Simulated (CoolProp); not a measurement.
Vapour-liquid equilibrium of ethane (1) + n-butane (2) at -37.45 °C; x and y are mole fractions of (1).

Values from CoolProp's multi-fluid Helmholtz-energy mixture model, Bücker 2006 and Bücker 2006; pair parameters Kunz 2012.

```csv
x,bubble pressure (MPa),y at the bubble point,dew pressure at overall composition x (MPa),liquid density (mol/L)
0.05,0.05614,0.668,0.02026,(withheld)
0.125,0.1135,0.844,0.02197,11.51
0.2,0.1726,(withheld),0.02399,(withheld)
0.275,0.2330,0.934,0.02642,12.15
0.35,0.2942,0.951,0.02940,12.49
0.425,0.3556,0.963,0.03313,12.84
0.5,0.4171,0.972,0.03794,(withheld)
0.575,0.4786,0.978,0.04437,13.57
0.65,0.5400,0.983,0.05344,13.95
0.725,0.6018,(withheld),0.06715,(withheld)
0.8,0.6645,(withheld),0.09032,14.72
0.875,(withheld),0.995,0.1378,15.10
0.95,0.7967,0.998,0.2888,15.47
```

Problem. What belongs in the gaps?

Solution. 
- 0.05, liquid density (mol/L): 11.20
- 0.2, y at the bubble point: 0.904
- 0.2, liquid density (mol/L): 11.82
- 0.5, liquid density (mol/L): 13.20
- 0.725, y at the bubble point: 0.988
- 0.725, liquid density (mol/L): 14.33
- 0.8, y at the bubble point: 0.991
- 0.875, bubble pressure (MPa): 0.7290

No azeotrope shows between x = 0.05 and 0.95.

The pair parameters rest on a limited set of measurements; away from them the model extrapolates.
